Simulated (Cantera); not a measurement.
Feed: 1 mol CaCO3, 0.041 mol CO2, held at 1473 K and 7.50 Torr.

Method: chemical equilibrium by Gibbs-energy minimisation in Cantera with the NASA 1993 tables (ideal gas, pure condensed phases). Candidate condensed phases: C, Ca, CaCO3, CaO; 15 gas species. The numbers say what is thermodynamically allowed, not how fast it happens.

Base state: CO2 0.998, CO 0.00128, O2 0.000639 (mole fractions); condensed: CaO(s).

What changes in the equilibrium state with this change: pressure from 7.50 Torr to 100 Torr?


| species | before | after |
|---|---|---|
| CO2 | 0.998 | 0.999 |
| CO | 0.00128 | 0.000540 |
| O2 | 0.000639 | 0.000270 |
| CaO(s), mol | 1.00 | 1.00 |
